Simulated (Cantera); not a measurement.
Charge: 1 mol SiCl₄, 0.28 mol O₂, 16 mol H₂, held at 1350 K and 0.000490 bar.

Method: chemical equilibrium by Gibbs-energy minimisation in Cantera with the NASA 1993 tables (ideal gas, pure condensed phases). Candidate condensed phases: H₂O, Si, SiO₂; 30 gas species. The tables' values for SiCl₃ are old estimates; treat these amounts as uncertain. The tables hold silica as quartz up to 1696 K and as liquid above; real silica turns to tridymite and cristobalite and melts near 1996 K. Equilibrium is a limit: real reactors are often held back by kinetics, nucleation or transport.

Base state: H₂ 0.785, HCl 0.163, SiO 0.0258, SiCl₂ 0.0252, SiCl₃ 0.000752, SiCl₄ 0.000112, H 9.54e-5, SiHCl₃ 3.08e-5 (mole fractions); condensed: SiO₂(β-quartz).

**Question.** What changes in the equilibrium state with this change: pressure from 0.000490 bar to 0.760 bar?

**Answer.** 
```tsv
species	before	after
H₂	0.785	0.862
HCl	0.163	0.0964
SiCl₄	0.000112	0.0178
SiO	0.0258	1.68e-5
SiCl₂	0.0252	0.00816
SiH₃Cl	1.41e-8	1.45e-5
SiH₂Cl₂	1.24e-6	0.000682
SiO₂(β-quartz), mol	0.0415	0.280
```

**Question.** What changes in the equilibrium state with this change: O₂ from 0.28 to 3.7 mol?

**Answer.** 
```json
[
 {"species": "H₂", "before": "0.785", "after": "0.478"},
 {"species": "H₂O", "before": "8.44e-7", "after": "0.300"},
 {"species": "HCl", "before": "0.163", "after": "0.222"},
 {"species": "SiCl₂", "before": "0.0252", "after": "<1e-9"},
 {"species": "SiO", "before": "0.0258", "after": "4.42e-8"},
 {"species": "SiCl₃", "before": "0.000752", "after": "<1e-9"},
 {"species": "SiCl₄", "before": "0.000112", "after": "<1e-9"},
 {"species": "SiO₂(β-quartz), mol", "before": "0.0415", "after": "1.000"}
]
```

**Question.** What changes in the equilibrium state with this change: O₂ from 0.28 to 2.5 mol?

**Answer.** 
```
species                before    after
-------------------  --------  -------
H₂                      0.785    0.611
HCl                     0.163    0.222
H₂O                   8.44e-7    0.167
SiCl₂                  0.0252    <1e-9
SiO                    0.0258  1.02e-7
SiCl₃                0.000752    <1e-9
SiCl₄                0.000112    <1e-9
SiHCl₃                3.08e-5    <1e-9
Cl                    1.65e-5  2.55e-5
SiO₂(β-quartz), mol    0.0415    1.000
```
